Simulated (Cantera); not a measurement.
An adiabatic, constant-pressure homogeneous reactor starts with CH₄ : O₂ : N₂ = 1 : 3.45 : 28.6 (molar parts), equivalence ratio 0.58, at 950 K and 7.10 bar.

Cantera simulation using GRI-Mech 3.0 (53 species, 325 reactions); the numbers are that mechanism's predictions, not measurements. Below about 1000 K GRI-Mech 3.0 lacks low-temperature oxidation paths.

One state of this run: T (K) = 1634; x CH₄ = <1e-12; x O₂ = 0.0439; x HO₂ = 1.83e-7; x NO = 1.78e-6; x H₂O₂ = 1.43e-8; x H₂O = 0.0605; x O = 1.70e-6. x: mole fraction; the columns are a selection and need not sum to one.

Problem. Which value of t (s) does it belong to?
A) 0.00115
B) 0.000295
C) 0.0174
D) 1.03

Solution. D, 1.03
